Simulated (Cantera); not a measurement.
Feed: 1 mol Zr, 0.12 mol H₂O, 2.3 mol N₂, held at 1427 °C and 9500 Pa.

Method: chemical equilibrium by Gibbs-energy minimisation in Cantera with the NASA 1993 tables (ideal gas, pure condensed phases). Candidate condensed phases: H₂O, Zr, ZrN, ZrO₂; 28 gas species. Mutual solubility and eutectic melting of coexisting phases are not modelled. ZrN: taken at fixed stoichiometry. Condensed phases not in the tables: solid solutions among these carbides, nitrides and lower oxides. Kinetics and transport are ignored.

Question: What is the equilibrium state?

Answer: x(N₂): 0.938
x(H₂): 0.0615
x(H): 0.000119
x(H₂O): 2.66e-6
n(ZrN(s)): 0.940 mol
n(ZrO₂(tetragonal)): 0.0600 mol
gas amount: 1.950 mol
log10 activity of Zr(β) (absent): -5.88
